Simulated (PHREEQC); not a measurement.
Consider water at 90 °C with 0.023 mol H3PO4, 4.3e-05 mol Na2SO4 and 4.3e-05 mol NaCl per kg of water. Closed to the air; pH follows from the charge balance.

Computed with PHREEQC (ion-association model, phreeqc.dat).

This is a speciation only: nothing precipitates in the calculation.

What pH does the model give?

pH 2.13.

In which forms is S present?

HSO4- 74 %, SO4-2 26 % of the S.

Complexes and solids missing from the database can't appear. Constants without temperature data keep their 25 °C values here.
